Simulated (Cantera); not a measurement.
Input: 1 mol HCl, 0.46 mol O2, equilibrated at 0.200 bar.

Cantera equilibrium calculation (NASA polynomials, part measured and part estimated; ideal gas, pure solids and liquids). Candidate condensed phases: H2O; 14 gas species. The numbers say what is thermodynamically allowed, not how fast it happens.

x: gas mole fraction; nothing condenses.

```json
[
 {"T (°C)": "1902", "x HCl": "0.461", "x Cl": "0.184", "x O2": "0.249", "x H2O": "0.0918", "x O": "0.00257", "x H": "0.000218", "x OH": "0.00673", "x H2": "0.000400"},
 {"T (°C)": "2052", "x HCl": "0.420", "x Cl": "0.219", "x O2": "0.234", "x H2O": "0.104", "x O": "0.00621", "x H": "0.000833", "x OH": "0.0126", "x H2": "0.00115"},
 {"T (°C)": "2202", "x HCl": "0.377", "x Cl": "0.252", "x O2": "0.217", "x H2O": "0.113", "x O": "0.0133", "x H": "0.00268", "x OH": "0.0214", "x H2": "0.00284"},
 {"T (°C)": "2352", "x HCl": "…", "x Cl": "…", "x O2": "…", "x H2O": "0.115", "x O": "…", "x H": "…", "x OH": "…", "x H2": "…"},
 {"T (°C)": "2502", "x HCl": "…", "x Cl": "0.307", "x O2": "…", "x H2O": "0.110", "x O": "…", "x H": "…", "x OH": "…", "x H2": "…"},
 {"T (°C)": "2652", "x HCl": "0.239", "x Cl": "0.327", "x O2": "0.146", "x H2O": "0.0955", "x O": "0.0742", "x H": "0.0388", "x OH": "0.0599", "x H2": "0.0193"},
 {"T (°C)": "2802", "x HCl": "0.188", "x Cl": "0.341", "x O2": "0.117", "x H2O": "0.0729", "x O": "0.111", "x H": "0.0730", "x OH": "0.0685", "x H2": "0.0273"}
]
```

Some entries are withheld; supply them.


- 2502, x HCl: 0.287
- 2502, x O2: 0.172
- 2502, x O: 0.0457
- 2502, x H: 0.0181
- 2502, x OH: 0.0468
- 2502, x H2: 0.0117
- 2352, x HCl: 0.333
- 2352, x Cl: 0.282
- 2352, x O2: 0.196
- 2352, x O: 0.0258
- 2352, x H: 0.00745
- 2352, x OH: 0.0331
- 2352, x H2: 0.00617
